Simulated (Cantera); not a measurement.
A perfectly stirred reactor is fed with C2H6 : N2 = 1 : 12 (molar parts), at 28.5 Torr; it is held at 1825 K, and followed from long to short residence time.

Model: GRI-Mech 3.0 (53 species, 325 reactions), integrated in Cantera. GRI-Mech 3.0 stops at C3 and has no aromatics, soot or wall deposition, so with more carbon than oxygen in the feed, carbon stays in small species such as C2H2 where larger ones or solid carbon would form. Radical loss at walls, strong at low pressure, is not modelled.

### Question
What does this change do: pressure from 28.5 Torr to 1.50 Torr?

### Answer
```tsv
quantity	before	after
x(C2H6) at τ = 21.0 s	3.36e-7	3.05e-6
x(H) at τ = 21.0 s	0.000875	0.00162
x(C2H2) at τ = 21.0 s	0.0656	0.0653
x(C2H) at τ = 21.0 s	4.23e-6	7.92e-6
x(HCN) at τ = 21.0 s	0.00135	0.000965
x(C2H6) at τ = 0.140 s	4.37e-5	0.000422
x(H) at τ = 0.140 s	0.00114	0.00193
x(C2H2) at τ = 0.140 s	0.0631	0.0559
x(C2H) at τ = 0.140 s	5.68e-6	9.82e-6
x(HCN) at τ = 0.140 s	0.000156	6.89e-5
```
